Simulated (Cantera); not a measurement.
Mixture: CO : H2 : CH4 : O2 : N2 = 1 : 1.4 : 0.059 : 1.01 : 3.81 (molar parts), at 1.01 bar, adiabatic and at constant volume. Ignition delay is the time to a rise of 400 K.

Detailed kinetics in Cantera: GRI-Mech 3.0 (53 species, 325 reactions). Where the delays flatten at high temperature, the 400 K rule measures the pace of heat release, not the induction time.

Problem. What does this change do: constant pressure in place of constant volume?

Solution. 
| quantity | before | after |
|---|---|---|
| delay at 1200 K | 57.1 µs | 60.6 µs |
| delay at 1300 K | 34.8 µs | 38.0 µs |
| delay at 1400 K | 23.8 µs | 27.3 µs |
| delay at 1500 K | 17.9 µs | 21.8 µs |
| delay at 1600 K | 14.6 µs | 19.0 µs |

Problem. What does this change do: CO 1 to 2.1 parts?

Solution. 
```json
[
 {"quantity": "delay at 1200 K", "before": "57.1 µs", "after": "64.5 µs"},
 {"quantity": "delay at 1300 K", "before": "34.8 µs", "after": "39.5 µs"},
 {"quantity": "delay at 1400 K", "before": "23.8 µs", "after": "27.3 µs"},
 {"quantity": "delay at 1500 K", "before": "17.9 µs", "after": "20.6 µs"},
 {"quantity": "delay at 1600 K", "before": "14.6 µs", "after": "16.9 µs"}
]
```
